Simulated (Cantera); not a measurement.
A closed system holds: 1 mol Si, 24 mol CO, 68 mol H₂, held at 1.50 mbar.

Method: chemical equilibrium by Gibbs-energy minimisation in Cantera with the NASA 1993 tables (ideal gas, pure condensed phases). Candidate condensed phases: C, C₆H₆, C₇H₈, C₈H₁₈, H₂O, Si, SiC, SiO₂; 123 gas species. The tables hold silica as quartz up to 1696 K and as liquid above; real silica turns to tridymite and cristobalite and melts near 1996 K. Rates play no part.

Over these rows the condensed part is C(graphite) + SiO₂(β-quartz). Partial pressures as log10 of bar:

```tsv
T (K)	1000/T (1/K)	log p SiO	log p H₂	log p CO
1123	0.8905	-10.53	-2.95	-3.44
1148	0.8711	-9.83	-2.95	-3.44
1173	0.8525	-9.17	-2.95	-3.44
1198	0.8347	-8.54	-2.95	-3.44
1223	0.8177	-7.93	-2.95	-3.44
1248	0.8013	?	-2.95	-3.44
```

Problem. Fit log p(SiO) = a + b·(1000/T) to the five rows, give the apparent enthalpy, and predict the row at 1248 K.

Solution. Means: 1000/T = 0.8533, log p = -9.200. Sxy = -0.118202, Sxx = 0.0033146, so b = -35.66 and a = -9.200 − (-35.66)×0.8533 = 21.23.
Apparent enthalpy: −19.145 × (-35.66) = 683 kJ/mol. With the condensed phases at unit activity, C(graphite) + SiO₂(β-quartz) = SiO(g) + CO(g) links this pressure to the main gases: over the six rows their terms move log p by +0.00 in all, so the slope is close to that reaction's ΔH°. The five rows lie within 0.01 of the line.
Prediction at 1248 K: 21.23 + (-35.66)×0.8013 = -7.34. The computed value is -7.34, 0.00 from the line.
